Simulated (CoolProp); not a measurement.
Properties of C2F6 (R116) at several states (Tc = 293.0 K, pc = 3048 kPa, ω = 0.257).

The numbers come from the reference Helmholtz-energy equation of state, Lemmon 2006 in CoolProp. It is a short technical equation, of lower accuracy than the large ones.

```tsv
T (K)	p (kPa)	phase	cp (kJ/(kg K))	expansivity (1/kK)	viscosity (µPa s)	Prandtl number	fugacity coefficient
303.6	2010	gas	0.9563	8.030	15.5	0.875	0.8096
207	2790	liquid	0.9623	2.861	361	4.77	0.07078
414.1	3480	supercritical	0.9986	3.741	22.5	0.887	0.9021
253.3	4810	liquid	1.098	4.277	183	3.52	0.2141
188.9	203	liquid	0.9266	2.647	477	5.62	0.3444
```

Viscosity comes from a separate model (Huber 2003), an estimate that may be off by 10 % or more. Thermal conductivity comes from a separate model (Huber 2003), an estimate that may be off by 10 % or more.
